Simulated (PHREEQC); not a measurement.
1 kg of water holding 0.28 mol Na2SO4, 0.071 mol NaOH and 0.0073 mol NaCl is evaporated at 20 °C; the solids stay in contact with the brine. The system is closed to CO2. The run lets Halite, Mirabilite, Thenardite precipitate or redissolve, and no other solid.

Computed with PHREEQC (Pitzer model, pitzer.dat).

Problem. Predict ionic strength, water activity at water left (kg) = 0.375, 0.3082, 0.05492, 0.01337, 0.006093.

Solution. 
```
water left (kg)  ionic strength  water activity
---------------  --------------  --------------
0.375                      2.45           0.968
0.3082                     2.98           0.961
0.05492                    4.56           0.914
0.01337                    8.06           0.706
0.006093                   12.5           0.328
```
